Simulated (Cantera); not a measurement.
# SiCl4 + HCl + H2 (chlorosilane synthesis and conversion)

Input: 1 mol SiCl4, 1.7 mol HCl, 12 mol H2, equilibrated at 1280 Torr.

Equilibrium computed with Cantera from the NASA thermochemical tables; the gas is ideal and each condensed phase is pure. Candidate condensed phases: Si; 19 gas species. The tables' values for SiCl3 are old estimates; treat these amounts as uncertain. The numbers say what is thermodynamically allowed, not how fast it happens.

```
T (K)   x H2  x HCl  x SiCl4   x SiCl2  x SiHCl3   x SiCl3
-----  -----  -----  -------  --------  --------  --------
550    0.816  0.116   0.0680    <1e-12   3.64e-6  1.38e-12
650    0.816  0.116   0.0680    <1e-12   3.90e-5  5.51e-10
750    0.816  0.116   0.0678  5.10e-12  0.000216   4.33e-8
850    0.816  0.116   0.0672   1.49e-9  0.000782   1.19e-6
950    0.814  0.118   0.0659   1.25e-7   0.00209   1.57e-5
1050   0.812  0.120   0.0634   4.21e-6   0.00444  0.000121
1150   0.808  0.124   0.0594   7.06e-5   0.00782  0.000619
1250   0.801  0.131   0.0531  0.000669    0.0115   0.00223
1350   0.789  0.143   0.0437   0.00371    0.0138   0.00570
1450   0.771  0.162   0.0311    0.0121    0.0127    0.0101
1550   0.749  0.186   0.0182    0.0251   0.00903    0.0128
```
x: gas mole fraction; nothing condenses.

From 550 K to 1550 K nothing is condensed. The main Si-bearing gas is SiCl4 at 550 K and SiCl2 at 1550 K.
